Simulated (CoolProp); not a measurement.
R124 along the isobar 4000 kPa: density (kg/m³) from the reference equation and from simpler models built on Tc = 122.3 °C, pc = 3624 kPa, ω = 0.288; each cubic takes its own stable root.

Computed with CoolProp (reference Helmholtz-energy equation of state, de Vries 1995).

```json
[
 {"T (°C)": "-124.65", "phase": "liquid", "reference": "1783"},
 {"T (°C)": "-103.35", "phase": "liquid", "reference": "1728"},
 {"T (°C)": "-82.15", "phase": "liquid", "reference": "1674"},
 {"T (°C)": "-60.85", "phase": "liquid", "reference": "1619"},
 {"T (°C)": "-39.55", "phase": "liquid", "reference": "1562"},
 {"T (°C)": "-18.35", "phase": "liquid", "reference": "1504"},
 {"T (°C)": "2.95", "phase": "liquid", "reference": "1442"},
 {"T (°C)": "24.25", "phase": "liquid", "reference": "1376"},
 {"T (°C)": "45.45", "phase": "liquid", "reference": "1304"},
 {"T (°C)": "66.75", "phase": "liquid", "reference": "1222"},
 {"T (°C)": "87.95", "phase": "liquid", "reference": "1124"},
 {"T (°C)": "109.25", "phase": "liquid", "reference": "985.8"},
 {"T (°C)": "130.55", "phase": "supercritical", "reference": "400.7"},
 {"T (°C)": "151.75", "phase": "supercritical", "reference": "248.7"},
 {"T (°C)": "173.05", "phase": "supercritical", "reference": "206.7"},
 {"T (°C)": "194.35", "phase": "supercritical", "reference": "182.2"}
]
```

Task: How far does each simpler model (Soave-Redlich-Kwong, Peng-Robinson) lie from the reference over these 16 states: mean and median of the absolute difference, and the worst?

Result: 
- Soave-Redlich-Kwong: mean 8.3 %, median 8.5 %, worst -16.7 % at 109.25 °C and 4000 kPa
- Peng-Robinson: mean 2.5 %, median 2.3 %, worst -6.7 % at 109.25 °C and 4000 kPa
